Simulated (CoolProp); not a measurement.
Vapour-liquid equilibrium of CHF3 (R23) (1) + C2F6 (R116) (2) at -20.75 °C; x and y are mole fractions of (1).

Model: multi-fluid Helmholtz-energy mixture model, Penoncello 2003 and Lemmon 2006; pair parameters Bell 2016, in CoolProp.

```csv
x,bubble pressure (kPa),y at the bubble point,dew pressure at overall composition x (kPa),liquid density (mol/L)
0.05,1134,0.115,1070,(withheld)
0.15,1305,0.270,1170,9.856
0.25,1424,0.374,1281,10.21
0.35,1506,0.453,1397,10.64
0.45,1559,0.520,1503,11.17
0.55,1589,0.582,1576,11.82
0.65,1596,0.644,1596,12.61
0.75,(withheld),0.713,(withheld),13.56
0.85,(withheld),0.798,1492,14.69
0.95,1436,(withheld),1407,15.99
```

Task: Fill in the missing entries.

Result: 
- 0.05, liquid density (mol/L): 9.559
- 0.75, bubble pressure (kPa): 1579
- 0.75, dew pressure at overall composition x (kPa): 1561
- 0.85, bubble pressure (kPa): 1531
- 0.95, y at the bubble point: 0.917

y crosses x between x = 0.55 and 0.65: the model has an azeotrope there.

The pair parameters rest on a limited set of measurements; away from them the model extrapolates.
